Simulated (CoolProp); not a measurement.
Saturation properties of ethylene (Tc = 9.2 °C, pc = 5042 kPa, ω = 0.087).

The numbers come from the reference Helmholtz-energy equation of state, Smukala 2000 in CoolProp.

```csv
T (°C),p (kPa),liquid density (kg/m³),vapour density (kg/m³),enthalpy of vaporisation (kJ/kg),liquid cp (kJ/(kg K))
-83.55,290.0,537.7,5.548,450.9,2.475
-80.05,339.6,532.2,6.434,…,2.491
-76.65,393.5,526.9,7.394,…,2.509
-73.15,455.5,521.2,8.494,432.4,2.529
-69.65,524.4,515.5,9.715,425.8,2.551
-66.15,600.7,509.6,11.07,419.0,2.577
-62.75,682.3,503.8,12.52,412.1,2.604
-59.25,774.6,497.7,14.17,404.7,2.636
-55.75,875.6,491.4,15.98,397.0,2.671
-52.25,985.9,485.0,17.99,388.9,2.711
-48.85,1102,478.6,20.12,380.8,2.754
-45.35,1232,471.8,22.54,…,2.805
```

Question: Some entries are withheld; supply them.

Answer: 
- -80.05, enthalpy of vaporisation (kJ/kg): 444.9
- -76.65, enthalpy of vaporisation (kJ/kg): 438.8
- -45.35, enthalpy of vaporisation (kJ/kg): 372.0

It boils at -103.8 °C under 1 atm.
